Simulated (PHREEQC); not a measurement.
Consider water at 25 °C with 1.6 mmol/kgw HF, 52 mmol/kgw NH4F, 5.8 mmol/kgw H2SiF6 and 0.061 mmol/kgw H2SO4. Closed to the air; pH follows from the charge balance.

Model: ion-association model, wateq4f.dat, run in PHREEQC.

Precipitation was switched off in this run.

Q: Order these S species by the share of S that they hold, largest first: HSO4-, NH4SO4-, SO4-2.

A: SO4-2 (77 %), NH4SO4- (23 %), HSO4- (0.95 %)

Q: Order these F species by the share of F that they hold, largest first: H2F2, F-, HF, SiF6-2, HF2-.

A: F- (44 %), SiF6-2 (39 %), HF (12 %), HF2- (3.7 %), H2F2 (0.70 %)

The pH is 3.63 and the ionic strength 0.0581 mol/kgw. SiF6-2 is the database's only silicon fluoride.
